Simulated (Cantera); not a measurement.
Charge: 1 mol Si, a varied amount of NF3, 18 mol H2, held at 1123.15 K and 0.133 bar.

Method: chemical equilibrium by Gibbs-energy minimisation in Cantera with the NASA 1993 tables (ideal gas, pure condensed phases). Candidate condensed phases: Si, Si3N4; 37 gas species. The tables' values for SiF3 are old estimates; treat these amounts as uncertain. The numbers say what is thermodynamically allowed, not how fast it happens.

log p: log10 of the partial pressure in bar; n: condensed amount in mol.

```tsv
n(NF3) (mol)	log p H2	log p HF	log p N2	log p SiF4	log p SiHF3	log p SiF3	log p SiH2F2	n Si3N4(s)
0.68	-0.89	-4.21	-3.98	-2.45	-4.01	-5.11	-5.88	0.163
0.88	-0.90	…	…	…	-4.13	-5.22	…	…
1.2	-0.91	…	…	-2.22	-4.11	-5.19	…	…
1.5	-0.93	-2.48	-2.30	-2.18	-5.51	-6.59	-9.15	0
2	-0.97	-1.90	-2.20	-2.20	-6.15	-7.21	-10.41	0
2.6	-1.01	-1.64	-2.11	-2.22	-6.48	-7.51	-11.04	0
3.3	-1.07	-1.48	-2.03	-2.25	-6.73	-7.73	-11.51	0
```

Q: Some entries are withheld; supply them.

A: 
- 0.88, log p HF: -3.99
- 0.88, log p N2: -2.82
- 0.88, log p SiF4: -2.34
- 0.88, log p SiH2F2: -6.22
- 0.88, n Si3N4(s): 0.114
- 1.2, log p HF: -3.90
- 1.2, log p N2: -2.44
- 1.2, log p SiH2F2: -6.30
- 1.2, n Si3N4(s): 0.0338
